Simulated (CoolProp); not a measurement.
Properties of n-perfluorohexane at several states.

Computed with CoolProp (reference Helmholtz-energy equation of state, Gao 2022).

```csv
T (°C),p (bar),phase,Z,cp (kJ/(kg K))
104.35,2.9,gas,?,0.9576
-44.65,26,liquid,0.2464,?
49.65,0.408,gas,0.9738,0.8579
112.15,99.3,liquid,0.7066,?
-74.05,52,liquid,?,0.8938
-66.85,0.728,liquid,0.007422,?
```

Task: Complete the blanks.

Result: 
- 104.35, Z: 0.8814
- -44.65, cp (kJ/(kg K)): 0.9370
- 112.15, cp (kJ/(kg K)): 1.140
- -74.05, Z: 0.5406
- -66.85, cp (kJ/(kg K)): 0.9049
